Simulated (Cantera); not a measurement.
Cantera run:

```python
import numpy as np
import cantera as ct

gas_names = """
    AL ALCL ALCL2 ALCL3 ALH ALO ALOCL ALOH ALO2 ALO2H AL2 AL2CL6 AL2O AL2O2 CL CLO CL2 H HALO HCL HOCL
    HO2 H2 H2O H2O2 O OH O2 O3
""".split()
cond_names = """
    AL(cr) AL(L) ALCL3(s) ALCL3(L) AL2O3(a) AL2O3(L) H2O(s) H2O(L)
""".split()


def load(file, names, dense=False):
    # The tables refer to 1 bar. Condensed volumes are neglected.
    table = {s.name: s for s in ct.Species.list_from_file(file)}
    out = []
    for n in names:
        d = dict(table[n].input_data)
        d["thermo"] = dict(d["thermo"], **{"reference-pressure": 1e5})
        if dense:
            d["equation-of-state"] = {"model": "constant-volume", "density": "1e6 g/cm^3"}
        out.append(ct.Species.from_dict(d))
    return out


gas = ct.Solution(thermo="ideal-gas", species=load("nasa_gas.yaml", gas_names))
cond = {s.name: ct.Solution(thermo="fixed-stoichiometry", species=[s], name=s.name)
        for s in load("nasa_condensed.yaml", cond_names, dense=True)}
atoms = {
    'Al2O3': {'AL': 2, 'O': 3},
    'Cl2': {'CL': 2},
    'H2': {'H': 2},
}
top_T = {}  # K; cautious upper limits of use, not melting points


def equilibrate(T, P, feed):
    n = {}
    for name, mol in feed.items():
        for a, k in atoms[name].items():
            n[a] = n.get(a, 0.0) + k * mol
    gas.TPX = T, P, n
    mass = sum(n.values()) * gas.mean_molecular_weight
    gas.equilibrate("TP")
    valid = [c for c in cond.values() if c.min_temp <= T <= top_T.get(c.name, c.max_temp)]
    mix = ct.Mixture([(gas, mass / gas.mean_molecular_weight)] + [(c, 0.0) for c in valid])
    mix.T, mix.P = T, P
    mix.equilibrate("TP", solver="vcs", rtol=1e-11, max_steps=5000)
    return mix


results = []
feed = {'Al2O3': 1, 'Cl2': 1.2, 'H2': 4.9}  # mol
T = 1400  # K
P = 13332.2  # Pa
mix = equilibrate(T, P, feed)
results.append((T, P, feed, dict(zip(mix.species_names, mix.species_moles))))
x = sorted(zip(gas.X, gas.species_names), reverse=True)
print(f"T = {T:g} K  P = {P:g} Pa  gas = {mix.phase_moles(0):.4g} mol")
print("   x: " + "  ".join(f"{s} {v:.3e}" for v, s in x if v > 1e-05))
print("   condensed (mol): " + ("  ".join(f"{mix.phase(i).name} {mix.phase_moles(i):.4g}"
      for i in range(1, mix.n_phases) if mix.phase_moles(i) > 1e-12) or "none"))
```

Result:

```
T = 1400 K  P = 13332.2 Pa  gas = 6.098 mol
   x: H2 6.067e-01  HCL 3.916e-01  H2O 9.906e-04  ALCL3 6.579e-04  H 1.038e-05
   condensed (mol): AL2O3(a) 0.998
```

Cantera equilibrium calculation (NASA polynomials, part measured and part estimated; ideal gas, pure solids and liquids).
